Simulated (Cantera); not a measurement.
## Hydrocarbon pyrolysis for carbon deposition

An isothermal, constant-pressure homogeneous reactor starts with C2H6 : H2 = 1 : 2.4 (molar parts), at 1948 K and 0.975 Torr.

Cantera simulation using GRI-Mech 3.0 (53 species, 325 reactions); the numbers are that mechanism's predictions, not measurements. GRI-Mech 3.0 stops at C3 and has no aromatics, soot or wall deposition, so with more carbon than oxygen in the feed, carbon stays in small species such as C2H2 where larger ones or solid carbon would form. Radical loss at walls, strong at low pressure, is not modelled.

```csv
t (s),x C2H6,x H2,x C2H4,x CH2,x C2H2,x CH4
6.00e-6,0.289,0.703,4.14e-7,5.76e-8,2.69e-11,6.27e-5
1.73e-5,0.281,0.699,1.03e-5,1.31e-6,1.74e-9,0.000505
5.00e-5,0.256,0.685,0.000320,2.40e-5,1.86e-7,0.00381
0.000144,0.185,0.656,0.00679,0.000178,3.59e-5,0.0240
0.000416,0.0526,0.598,0.0386,0.000370,0.00333,0.104
0.00120,0.000794,0.608,0.0394,0.000292,0.0473,0.167
0.00346,0.000221,0.669,0.0185,0.000138,0.100,0.148
0.01000,8.29e-5,0.713,0.00702,6.50e-5,0.132,0.118
0.0288,2.92e-5,0.744,0.00249,3.29e-5,0.151,0.0872
0.0832,1.01e-5,0.768,0.000875,2.01e-5,0.164,0.0567
0.240,2.62e-6,0.790,0.000239,1.44e-5,0.175,0.0275
0.693,3.02e-7,0.803,3.65e-5,9.60e-6,0.182,0.00793
2.00,7.53e-9,0.804,5.12e-6,4.48e-6,0.184,0.000962
```
x: mole fraction; the columns are a selection and need not sum to one.

Equilibrium at this temperature and pressure: C2H6 1.10e-12, H2 0.789, C2H4 1.69e-6, CH2 2.56e-7, C2H2 0.182, CH4 8.16e-6 (gas phase only).
